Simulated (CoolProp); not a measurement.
Values from CoolProp's reference Helmholtz-energy equation of state, Lemmon 2006. It is a short technical equation, of lower accuracy than the large ones.

Task: For neopentane, give the phase and the isothermal compressibility (1/MPa), fugacity coefficient at 550 K and 2000 kPa; 550 K and 9990 kPa; 550 K and 14000 kPa.

Result: 
- 550 K and 2000 kPa: gas; isothermal compressibility 0.556, fugacity coefficient 0.907
- 550 K and 9990 kPa: supercritical; isothermal compressibility 0.0937, fugacity coefficient 0.626
- 550 K and 14000 kPa: supercritical; isothermal compressibility 0.0398, fugacity coefficient 0.559
